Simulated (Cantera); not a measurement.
A Cantera script and its output.

```python
import numpy as np
import cantera as ct

gas = ct.Solution("gri30.yaml")
gas.TPX = 1025, 1000000, {'CH4': 1, 'O2': 1.82, 'N2': 6.84, 'H2O': 0.25, 'H2': 0.012}
reactor = ct.IdealGasConstPressureReactor(gas, energy="on", clone=False)
net = ct.ReactorNet([reactor])
net.rtol, net.atol = 1e-08, 1e-16
show = ['CH4', 'O2', 'H2O', 'NO2', 'C2H4', 'CO2']
times = np.geomspace(2e-06, 1, 15)

steps = ct.SolutionArray(gas, extra=["t"])
rows = []
print(f"{'t/s':>10s}{'T/K':>9s}{'P/Pa':>11s}" + "".join(f"{s:>11s}" for s in show))
for t in times:
    while net.time < t:
        t_next = net.step()
        steps.append(gas.state, t=t_next)
    rows.append([np.interp(t, steps.t, y) for y in (steps.T, steps.P, *steps(*show).X.T)])
    print(f"{t:10.3e}{rows[-1][0]:9.1f}{rows[-1][1]:11.4g}" + "".join(f"{x:11.3e}" for x in rows[-1][2:]))
rate = np.gradient(steps.T, steps.t)
print("integrator steps:", len(steps.t))
if steps.T.max() > steps.T[0] + 200:
    print(f"time of steepest temperature rise: {steps.t[rate.argmax()]:.4e} s")
gas.TPX = 1025, 1000000, {'CH4': 1, 'O2': 1.82, 'N2': 6.84, 'H2O': 0.25, 'H2': 0.012}
gas.equilibrate("HP")
print(f"equilibrium (HP): T = {gas.T:.1f} K  " + "  ".join(f"{s} {gas[s].X[0]:.3e}" for s in show))
```

Result:

```
       t/s      T/K       P/Pa        CH4         O2        H2O        NO2       C2H4        CO2
 2.000e-06   1025.0      1e+06  1.008e-01  1.834e-01  2.520e-02  7.762e-33  4.759e-19  2.557e-20
 5.106e-06   1025.0      1e+06  1.008e-01  1.834e-01  2.520e-02  1.862e-31  1.005e-17  3.541e-19
 1.304e-05   1025.0      1e+06  1.008e-01  1.834e-01  2.520e-02  5.169e-30  1.865e-16  5.431e-18
 3.328e-05   1025.0      1e+06  1.008e-01  1.834e-01  2.520e-02  1.748e-28  3.246e-15  8.770e-17
 8.498e-05   1025.0      1e+06  1.008e-01  1.834e-01  2.520e-02  6.791e-27  5.486e-14  1.456e-15
 2.170e-04   1025.0      1e+06  1.008e-01  1.834e-01  2.520e-02  3.022e-25  9.322e-13  2.534e-14
 5.539e-04   1025.0      1e+06  1.008e-01  1.834e-01  2.520e-02  1.712e-23  1.747e-11  5.142e-13
 1.414e-03   1025.0      1e+06  1.008e-01  1.834e-01  2.520e-02  1.742e-21  4.435e-10  1.549e-11
 3.611e-03   1025.1      1e+06  1.008e-01  1.834e-01  2.521e-02  3.295e-19  1.172e-08  5.149e-10
 9.218e-03   1025.6      1e+06  1.007e-01  1.833e-01  2.529e-02  1.481e-17  1.533e-07  7.496e-09
 2.354e-02   1030.7      1e+06  9.998e-02  1.827e-01  2.602e-02  6.427e-16  4.012e-06  4.899e-07
 6.009e-02   2640.2      1e+06  9.049e-14  2.428e-03  2.035e-01  7.589e-07  2.830e-21  6.634e-02
 1.534e-01   2640.2      1e+06  9.049e-14  2.428e-03  2.035e-01  7.589e-07  2.830e-21  6.634e-02
 3.917e-01   2640.2      1e+06  9.049e-14  2.428e-03  2.035e-01  7.589e-07  2.830e-21  6.634e-02
 1.000e+00   2640.2      1e+06  9.049e-14  2.428e-03  2.035e-01  7.589e-07  2.830e-21  6.634e-02
integrator steps: 2670
time of steepest temperature rise: 3.4425e-02 s
equilibrium (HP): T = 2640.2 K  CH4 1.078e-13  O2 2.428e-03  H2O 2.035e-01  NO2 7.589e-07  C2H4 3.076e-21  CO2 6.634e-02
```

Computed with Cantera and GRI-Mech 3.0 (53 species, 325 reactions).
